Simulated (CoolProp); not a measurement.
The fluid at 369.65 K and 0.00789 MPa flows at 0.83 m/s in a round tube of 1 mm bore and 1.5 µm roughness, fully developed (64/Re and Nu = 3.66 if laminar; Colebrook and Gnielinski if turbulent). The same conditions are run with several fluids, on thermodynamics alone (safety and materials aside).

Computed with CoolProp (reference Helmholtz-energy equation of state of each fluid (p-xylene: Zhou 2012; ammonia: Gao 2020; R22: Kamei 1995; n-nonane: Lemmon 2006)).

```json
[
 {"fluid": "p-xylene", "Reynolds number": "…", "Darcy friction factor": "2.23", "pressure drop (Pa/m)": "211", "heat-transfer coefficient (W/(m² K))": "60.3", "mass flow (kg/h)": "…"},
 {"fluid": "ammonia", "Reynolds number": "…", "Darcy friction factor": "22.6", "pressure drop (Pa/m)": "340", "heat-transfer coefficient (W/(m² K))": "120", "mass flow (kg/h)": "0.000103"},
 {"fluid": "R22", "Reynolds number": "10.8", "Darcy friction factor": "…", "pressure drop (Pa/m)": "453", "heat-transfer coefficient (W/(m² K))": "…", "mass flow (kg/h)": "0.000521"},
 {"fluid": "n-nonane", "Reynolds number": "41.2", "Darcy friction factor": "1.55", "pressure drop (Pa/m)": "…", "heat-transfer coefficient (W/(m² K))": "58.2", "mass flow (kg/h)": "0.000778"}
]
```

Q: Complete the blanks.

A: 
- p-xylene, Reynolds number: 28.6
- p-xylene, mass flow (kg/h): 0.000643
- ammonia, Reynolds number: 2.84
- R22, Darcy friction factor: 5.92
- R22, heat-transfer coefficient (W/(m² K)): 60.5
- n-nonane, pressure drop (Pa/m): 178

Transport values come from each fluid's own correlations; those of R22 are estimates that may be off by 10 % or more.
